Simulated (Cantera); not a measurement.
Cantera run:

```python
import numpy as np
import cantera as ct

gas_names = """
    C CH CH2 CH3 CH2OH CH3O CH4 CH3OH CO CO2 COOH C2 C2H CHCO,ketyl C2H2,acetylene C2H2,vinylidene
    CH2CO,ketene C2H3,vinyl CH3CO,acetyl C2H4 C2H4O,ethylen CH3CHO,ethanal CH3COOH (HCOOH)2 C2H5 C2H6
    CH3OCH3 C2H5OH C2O C3 C3H3,propargyl C3H4,allene C3H4,propyne C3H4,cyclo- C3H5,allyl C3H6,propylene
    C3H6,cyclo- C3H6O C3H7,n-propyl C3H7,i-propyl C3H8 C3H8O,1propanol C3H8O,2propanol C3O2 C4 C4H2
    C4H4,1,3-cyclo- C4H6,butadiene C4H6,2-butyne C4H6,cyclo- C4H8,1-butene C4H8,cis2-buten
    C4H8,tr2-butene C4H8,isobutene C4H8,cyclo- (CH3COOH)2 C4H9,n-butyl C4H9,i-butyl C4H9,s-butyl
    C4H9,t-butyl C4H10,isobutane C4H10,n-butane C5 C5H6,1,3cyclo- C5H8,cyclo- C5H10,1-pentene
    C5H10,cyclo- C5H11,pentyl C5H11,t-pentyl C5H12,n-pentane C5H12,i-pentane CH3C(CH3)2CH3 C6H2
    C6H5,phenyl C6H5O,phenoxy C6H6 C6H5OH,phenol C6H10,cyclo- C6H12,1-hexene C6H12,cyclo- C6H13,n-hexyl
    C7H7,benzyl C7H8 C7H8O,cresol C7H14,1-heptene C7H15,n-heptyl C7H16,n-heptane C8H8,styrene
    C8H10,ethylbenz C8H16,1-octene C8H17,n-octyl C8H18,isooctane C8H18,n-octane C9H19,n-nonyl
    C10H8,naphthale C10H21,n-decyl C12H9,o-bipheny C12H10,bipheny H HCO HO2 H2 HCHO,formaldehy HCOOH H2O
    H2O2 O OH O2 O3 Pb PbO Pb2
""".split()
cond_names = """
    C(gr) C6H6(L) C7H8(L) C8H18(L),n-octa H2O(s) H2O(L) Pb(cr) Pb(L) PbO(rd) PbO(yw) PbO(L) PbO2(s)
    Pb3O4(s)
""".split()


def load(file, names, dense=False):
    # The tables refer to 1 bar. Condensed volumes are neglected.
    table = {s.name: s for s in ct.Species.list_from_file(file)}
    out = []
    for n in names:
        d = dict(table[n].input_data)
        d["thermo"] = dict(d["thermo"], **{"reference-pressure": 1e5})
        if dense:
            d["equation-of-state"] = {"model": "constant-volume", "density": "1e6 g/cm^3"}
        out.append(ct.Species.from_dict(d))
    return out


gas = ct.Solution(thermo="ideal-gas", species=load("nasa_gas.yaml", gas_names))
cond = {s.name: ct.Solution(thermo="fixed-stoichiometry", species=[s], name=s.name)
        for s in load("nasa_condensed.yaml", cond_names, dense=True)}
atoms = {
    'Pb': {'Pb': 1},
    'CO': {'C': 1, 'O': 1},
    'H2': {'H': 2},
}
top_T = {'C(gr)': 4500, 'Pb3O4(s)': 820}  # K; cautious upper limits of use, not melting points


def equilibrate(T, P, feed):
    n = {}
    for name, mol in feed.items():
        for a, k in atoms[name].items():
            n[a] = n.get(a, 0.0) + k * mol
    gas.TPX = T, P, n
    mass = sum(n.values()) * gas.mean_molecular_weight
    gas.equilibrate("TP")
    valid = [c for c in cond.values() if c.min_temp <= T <= top_T.get(c.name, c.max_temp)]
    mix = ct.Mixture([(gas, mass / gas.mean_molecular_weight)] + [(c, 0.0) for c in valid])
    mix.T, mix.P = T, P
    mix.equilibrate("TP", solver="vcs", rtol=1e-11, max_steps=5000)
    return mix


results = []
feed = {'Pb': 1, 'CO': 0.58, 'H2': 12}  # mol
P = 4600  # Pa
for T in [975, 1025, 1075, 1125, 1175, 1225, 1275, 1325]:
    mix = equilibrate(T, P, feed)
    results.append((T, P, feed, dict(zip(mix.species_names, mix.species_moles))))
    x = sorted(zip(gas.X, gas.species_names), reverse=True)
    print(f"T = {T:g} K  P = {P:g} Pa  gas = {mix.phase_moles(0):.4g} mol")
    print("   x: " + "  ".join(f"{s} {v:.3e}" for v, s in x if v > 1e-06))
    print("   condensed (mol): " + ("  ".join(f"{mix.phase(i).name} {mix.phase_moles(i):.4g}"
          for i in range(1, mix.n_phases) if mix.phase_moles(i) > 1e-12) or "none"))
```

Result:

```
T = 975 K  P = 4600 Pa  gas = 12.52 mol
   x: H2 9.511e-01  CO 4.362e-02  CH4 2.537e-03  H2O 2.364e-03  Pb 1.993e-04  CO2 1.733e-04
   condensed (mol): Pb(L) 0.9975
T = 1025 K  P = 4600 Pa  gas = 12.55 mol
   x: H2 9.520e-01  CO 4.482e-02  CH4 1.301e-03  H2O 1.226e-03  Pb 6.047e-04  CO2 7.486e-05
   condensed (mol): Pb(L) 0.9924
T = 1075 K  P = 4600 Pa  gas = 12.58 mol
   x: H2 9.516e-01  CO 4.536e-02  Pb 1.651e-03  CH4 7.039e-04  H2O 6.696e-04  CO2 3.432e-05
   condensed (mol): Pb(L) 0.9792
T = 1125 K  P = 4600 Pa  gas = 12.62 mol
   x: H2 9.496e-01  CO 4.554e-02  Pb 4.114e-03  CH4 3.997e-04  H2O 3.830e-04  CO2 1.670e-05
   condensed (mol): Pb(L) 0.9481
T = 1175 K  P = 4600 Pa  gas = 12.69 mol
   x: H2 9.446e-01  CO 4.545e-02  Pb 9.466e-03  CH4 2.363e-04  H2O 2.277e-04  CO2 8.560e-06
   condensed (mol): Pb(L) 0.8798
T = 1225 K  P = 4600 Pa  gas = 12.84 mol
   x: H2 9.344e-01  CO 4.503e-02  Pb 2.032e-02  CH4 1.439e-04  H2O 1.394e-04  CO2 4.576e-06  H 1.405e-06
   condensed (mol): Pb(L) 0.7392
T = 1275 K  P = 4600 Pa  gas = 13.12 mol
   x: H2 9.147e-01  CO 4.413e-02  Pb 4.100e-02  CH4 8.911e-05  H2O 8.666e-05  H 3.287e-06  Pb2 3.133e-06  CO2 2.514e-06
   condensed (mol): Pb(L) 0.4622
T = 1325 K  P = 4600 Pa  gas = 13.58 mol
   x: H2 8.836e-01  Pb 7.363e-02  CO 4.266e-02  CH4 5.550e-05  H2O 5.419e-05  Pb2 8.135e-06  H 7.167e-06  CO2 1.404e-06
   condensed (mol): none
```

Method: chemical equilibrium by Gibbs-energy minimisation in Cantera with the NASA 1993 tables (ideal gas, pure condensed phases).
